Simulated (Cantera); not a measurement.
A perfectly stirred reactor is fed with 6.25 % NH3, 93.8 % H2, at 90.0 Torr; it is held at 2248 K, and followed from long to short residence time.

Model: the gas-phase N/H chemistry of the illustrative SiF4/NH3 mechanism in the Surface Chemkin manual (1991), integrated in Cantera. Walls and surfaces, which speed up NH3 decomposition in real reactors, are not modelled.

x: mole fraction; the columns are a selection and need not sum to one.

```
τ (s)      x NH3   x H2      x N     x NH2   x N2H2
------  --------  -----  -------  --------  -------
2.6     0.000237  0.951  8.04e-6   1.53e-5  2.47e-9
0.85         [?]  0.953  1.21e-5       [?]      [?]
0.28     0.00211  0.959  1.20e-5   7.54e-5  4.10e-8
0.091     0.0122  0.959  7.16e-6  0.000205  1.74e-7
0.030     0.0309  0.951  5.70e-6  0.000355  3.91e-7
0.0097    0.0488  0.942  4.80e-6  0.000456  5.51e-7
0.0032    0.0584  0.937      [?]  0.000452      [?]
0.0010    0.0618  0.936  8.38e-7  0.000297  1.44e-7
```

Some entries are withheld; supply them.


- 0.85, x NH3: 0.000529
- 0.85, x NH2: 3.00e-5
- 0.85, x N2H2: 8.75e-9
- 0.0032, x N: 3.27e-6
- 0.0032, x N2H2: 4.73e-7
